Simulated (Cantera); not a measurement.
A perfectly stirred reactor is fed with CO : H2 : CH4 : O2 : N2 = 1 : 0.23 : 1 : 6.38 : 24 (molar parts), at 1.50 bar; it is adiabatic with a 525 K inlet, and is followed from long to short residence time, starting on the burning branch (τ in s: 0.022, 0.011, 0.0053, 0.0026, 0.0013, 0.00064, 0.00031, 0.00015, 7.6e-05, 3.7e-05, 1.8e-05, 9.1e-06).

Computed with Cantera and GRI-Mech 3.0 (53 species, 325 reactions).

Problem. Predict: blow-out, bracketed by the residence times tried; x(CO) at τ = 22.0 ms; x(H2) at τ = 22.0 ms; x(CH4) at τ = 22.0 ms; x(C2H6) at τ = 22.0 ms; x(NO) at τ = 22.0 ms; x(CO) at τ = 0.310 ms; x(H2) at τ = 0.310 ms; x(CH4) at τ = 0.310 ms.

Solution. 
```
Item                                                                            Result
------------------------------------------------  ------------------------------------
blow-out, bracketed by the residence times tried  burning at 0.640 ms, out at 0.310 ms
x(CO) at τ = 22.0 ms                                                           0.00107
x(H2) at τ = 22.0 ms                                                           7.63e-5
x(CH4) at τ = 22.0 ms                                                          3.49e-5
x(C2H6) at τ = 22.0 ms                                                         3.18e-9
x(NO) at τ = 22.0 ms                                                           2.96e-6
x(CO) at τ = 0.310 ms                                                           0.0307
x(H2) at τ = 0.310 ms                                                          0.00705
x(CH4) at τ = 0.310 ms                                                          0.0307
```
